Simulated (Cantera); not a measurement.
An isothermal, constant-pressure homogeneous reactor starts with NO : N2 = 1 : 1.1 (molar parts), at 1875 K and 10.00 Torr. Integrator tolerance rtol = 1e-08.

Computed with Cantera and GRI-Mech 3.0 (53 species, 325 reactions). Radical loss at walls, strong at low pressure, is not modelled.

**Question.** What does this change do: N2 1.1 to 0.65 parts?

**Answer.** 
```json
[
 {"quantity": "x(NO) at 50.0 s", "before": "0.223 (gas-phase equilibrium 0.00553)", "after": "0.247 (gas-phase equilibrium 0.00597)"},
 {"quantity": "x(O) at 50.0 s", "before": "0.000770 (gas-phase equilibrium 0.00102)", "after": "0.000913 (gas-phase equilibrium 0.00115)"},
 {"quantity": "x(N2O) at 50.0 s", "before": "1.31e-5 (gas-phase equilibrium 3.56e-8)", "after": "1.49e-5 (gas-phase equilibrium 3.68e-8)"},
 {"quantity": "x(O2) at 50.0 s", "before": "0.126 (gas-phase equilibrium 0.235)", "after": "0.179 (gas-phase equilibrium 0.299)"},
 {"quantity": "x(N2) at 50.0 s", "before": "0.650 (gas-phase equilibrium 0.759)", "after": "0.573 (gas-phase equilibrium 0.694)"},
 {"quantity": "x(NO2) at 50.0 s", "before": "4.22e-5 (gas-phase equilibrium 1.45e-6)", "after": "5.56e-5 (gas-phase equilibrium 1.77e-6)"}
]
```

**Question.** What does this change do: pressure from 10.00 Torr to 57.0 Torr?

**Answer.** 
```tsv
quantity	before	after
x(NO) at 50.0 s	0.223 (gas-phase equilibrium 0.00553)	0.0503 (gas-phase equilibrium 0.00553)
x(O) at 50.0 s	0.000770 (gas-phase equilibrium 0.00102)	0.000406 (gas-phase equilibrium 0.000426)
x(N2O) at 50.0 s	1.31e-5 (gas-phase equilibrium 3.56e-8)	8.85e-7 (gas-phase equilibrium 8.52e-8)
x(O2) at 50.0 s	0.126 (gas-phase equilibrium 0.235)	0.213 (gas-phase equilibrium 0.235)
x(N2) at 50.0 s	0.650 (gas-phase equilibrium 0.759)	0.737 (gas-phase equilibrium 0.759)
x(NO2) at 50.0 s	4.22e-5 (gas-phase equilibrium 1.45e-6)	3.00e-5 (gas-phase equilibrium 3.48e-6)
```
